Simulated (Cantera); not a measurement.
## Ammonia decomposition in nitride growth gas

An isothermal, constant-pressure homogeneous reactor starts with 61.7 % NH₃, 38.3 % N₂, at 2400 K and 113 Torr.

Model: the gas-phase N/H chemistry of the illustrative SiF4/NH3 mechanism in the Surface Chemkin manual (1991), integrated in Cantera. Walls and surfaces, which speed up NH3 decomposition in real reactors, are not modelled.

```tsv
t (s)	x NH₃	x N	x NH	x N₂H₄	x N₂H₂	x H	x H₂
3.00e-5	0.614	5.71e-8	1.38e-5	2.11e-8	1.88e-6	1.08e-5	0.00114
0.000101	0.607	4.99e-7	6.46e-5	1.36e-7	1.64e-5	3.27e-5	0.00564
0.000337	0.580	2.29e-6	0.000101	1.62e-7	2.35e-5	0.000116	0.0305
0.00113	0.499	6.28e-6	0.000123	9.82e-8	1.82e-5	0.000318	0.106
0.00378	0.316	1.07e-5	0.000126	4.19e-8	9.68e-6	0.000822	0.277
0.0127	0.0868	1.30e-5	8.89e-5	6.62e-9	2.14e-6	0.00207	0.489
0.0424	0.000788	1.30e-5	1.83e-5	1.14e-11	1.37e-8	0.0109	0.563
0.142	1.76e-6	6.90e-7	3.39e-7	<1e-12	1.99e-12	0.0303	0.549
0.476	5.00e-7	2.02e-7	9.80e-8	<1e-12	<1e-12	0.0306	0.548
1.60	4.60e-7	1.86e-7	9.03e-8	<1e-12	<1e-12	0.0306	0.548
5.35	4.60e-7	1.86e-7	9.03e-8	<1e-12	<1e-12	0.0306	0.548
17.9	4.60e-7	1.86e-7	9.03e-8	<1e-12	<1e-12	0.0306	0.548
60.0	4.60e-7	1.86e-7	9.03e-8	<1e-12	<1e-12	0.0306	0.548
```
x: mole fraction; the columns are a selection and need not sum to one.

Equilibrium at this temperature and pressure: NH₃ 4.60e-7, N 1.86e-7, NH 9.03e-8, N₂H₄ <1e-12, N₂H₂ <1e-12, H 0.0306, H₂ 0.548 (gas phase only).
